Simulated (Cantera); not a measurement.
Charge: 1 mol Zr, 0.57 mol N2O, 320 mol H2, equilibrated at 2725 K.

These are equilibrium values from Cantera (NASA tables, ideal gas, pure condensed phases), not measurements of a reactor. Candidate condensed phases: H2O, Zr, ZrN, ZrO2; 28 gas species. Mutual solubility and eutectic melting of coexisting phases are not modelled. ZrN: taken at fixed stoichiometry. Condensed phases not in the tables: solid solutions among these carbides, nitrides and lower oxides. Equilibrium is a limit: real reactors are often held back by kinetics, nucleation or transport.

Question: What share of the Zr ends up in condensed phases as a function of P (Pa), at 0.100, 2.50, 63, 1600, 40000, 1000000?

Answer: 
```
P (Pa)   Zr condensed (%)                as
-------  ----------------  ----------------
0.100                 0.0                 -
2.50                  0.0                 -
63                    0.0                 -
1600                  0.0                 -
40000                60.2  ZrN(s) + ZrO2(s)
1000000              99.2  ZrN(s) + ZrO2(s)
```
